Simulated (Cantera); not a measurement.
A Cantera script and its output.

```python
import numpy as np
import cantera as ct

gas = ct.Solution("gri30.yaml")
gas.TPX = 1050, 101325, {'CH4': 1, 'O2': 0.833, 'N2': 3.13}
reactor = ct.IdealGasConstPressureReactor(gas, energy="on", clone=False)
net = ct.ReactorNet([reactor])
net.rtol, net.atol = 1e-08, 1e-16
show = ['CH4', 'O2', 'C2H', 'NO', 'HCO', 'H2', 'H2O']
times = np.geomspace(1e-06, 2, 12)

steps = ct.SolutionArray(gas, extra=["t"])
rows = []
print(f"{'t/s':>10s}{'T/K':>9s}{'P/Pa':>11s}" + "".join(f"{s:>11s}" for s in show))
for t in times:
    while net.time < t:
        t_next = net.step()
        steps.append(gas.state, t=t_next)
    rows.append([np.interp(t, steps.t, y) for y in (steps.T, steps.P, *steps(*show).X.T)])
    print(f"{t:10.3e}{rows[-1][0]:9.1f}{rows[-1][1]:11.4g}" + "".join(f"{x:11.3e}" for x in rows[-1][2:]))
rate = np.gradient(steps.T, steps.t)
print("integrator steps:", len(steps.t))
if steps.T.max() > steps.T[0] + 200:
    print(f"time of steepest temperature rise: {steps.t[rate.argmax()]:.4e} s")
gas.TPX = 1050, 101325, {'CH4': 1, 'O2': 0.833, 'N2': 3.13}
gas.equilibrate("HP")
print(f"equilibrium (HP): T = {gas.T:.1f} K  " + "  ".join(f"{s} {gas[s].X[0]:.3e}" for s in show))
```

It prints:

```
       t/s      T/K       P/Pa        CH4         O2        C2H         NO        HCO         H2        H2O
 1.000e-06   1050.0  1.013e+05  2.015e-01  1.678e-01  2.256e-49  2.597e-28  3.232e-22  2.141e-14  8.761e-15
 3.740e-06   1050.0  1.013e+05  2.015e-01  1.678e-01  4.727e-46  6.125e-27  4.957e-21  1.702e-13  1.603e-13
 1.398e-05   1050.0  1.013e+05  2.015e-01  1.678e-01  8.411e-43  7.173e-26  7.248e-20  8.908e-13  2.056e-12
 5.230e-05   1050.0  1.013e+05  2.015e-01  1.678e-01  9.362e-40  7.760e-25  1.026e-18  4.729e-12  2.689e-11
 1.956e-04   1050.0  1.013e+05  2.015e-01  1.678e-01  9.871e-37  1.002e-23  1.488e-17  3.661e-11  3.876e-10
 7.313e-04   1050.0  1.013e+05  2.015e-01  1.678e-01  1.435e-33  1.484e-22  2.367e-16  4.877e-10  6.428e-09
 2.735e-03   1050.0  1.013e+05  2.015e-01  1.678e-01  6.209e-30  2.821e-21  5.308e-15  1.167e-08  1.375e-07
 1.023e-02   1050.0  1.013e+05  2.015e-01  1.678e-01  3.817e-26  6.465e-20  1.699e-13  2.838e-07  2.736e-06
 3.824e-02   1050.1  1.013e+05  2.015e-01  1.678e-01  4.257e-24  5.044e-19  1.281e-12  2.090e-06  1.871e-05
 1.430e-01   1050.7  1.013e+05  2.013e-01  1.677e-01  3.728e-22  4.047e-18  8.172e-12  1.574e-05  1.116e-04
 5.348e-01   1060.8  1.013e+05  1.992e-01  1.662e-01  1.561e-18  3.150e-16  2.113e-10  4.471e-04  1.848e-03
 2.000e+00   1921.6  1.013e+05  1.574e-09  4.034e-09  9.372e-18  6.009e-06  2.904e-08  2.315e-01  9.443e-02
integrator steps: 2858
time of steepest temperature rise: 7.6216e-01 s
equilibrium (HP): T = 1921.6 K  CH4 1.690e-09  O2 4.037e-09  C2H 9.985e-18  NO 6.856e-07  HCO 2.905e-08  H2 2.315e-01  H2O 9.444e-02
```

Model: GRI-Mech 3.0 (53 species, 325 reactions), integrated in Cantera.
